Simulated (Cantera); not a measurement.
Mixture: CH4 : H2 : O2 : N2 = 1 : 0.68 : 2.63 : 9.89 (molar parts), at 1.50 bar, adiabatic and at constant pressure. Ignition delay is the time to a rise of 400 K.

Detailed kinetics in Cantera: GRI-Mech 3.0 (53 species, 325 reactions). Below about 1000 K GRI-Mech 3.0 lacks low-temperature oxidation paths. Below about 950 K walls govern HO2 and H2O2 in real vessels.

Problem. Predict: delay at 900 K; delay at 1100 K; delay at 1300 K; delay at 1500 K; delay at 1700 K; apparent activation energy between 1500 and 1700 K.

Solution. 
```json
{
  "delay at 900 K": "0.354 s",
  "delay at 1100 K": "2.65 ms",
  "delay at 1300 K": "0.473 ms",
  "delay at 1500 K": "0.125 ms",
  "delay at 1700 K": "45.0 µs",
  "apparent activation energy between 1500 and 1700 K": "110 kJ/mol"
}
```
